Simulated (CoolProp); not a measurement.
Vapour-liquid equilibrium of R125 (1) + R227EA (2) at 313.3 K; x and y are mole fractions of (1).

The numbers come from the multi-fluid Helmholtz-energy mixture model, Lemmon 2005 and Lemmon 2016; pair parameters Bell 2016 in CoolProp.

```csv
x,"bubble pressure, mixture model (MPa)","bubble pressure, Raoult's law (MPa)","y, mixture model","y, Raoult's law"
0.05,0.7605,0.7709,0.104,0.131
0.2,0.9323,0.9674,0.351,0.417
0.35,1.113,1.164,0.533,0.606
0.5,?,1.361,?,0.741
0.65,1.501,1.557,?,0.841
0.8,1.711,1.754,?,0.920
0.95,?,1.950,0.972,0.982
```

Q: Complete the blanks.

A: 
- 0.5, bubble pressure, mixture model (MPa): 1.302
- 0.5, y, mixture model: 0.674
- 0.65, y, mixture model: 0.788
- 0.8, y, mixture model: 0.886
- 0.95, bubble pressure, mixture model (MPa): 1.936

The largest gap from Raoult's law is -4.4 % in bubble pressure, at x = 0.35. No azeotrope shows between x = 0.05 and 0.95.

The pair parameters rest on a limited set of measurements; away from them the model extrapolates.
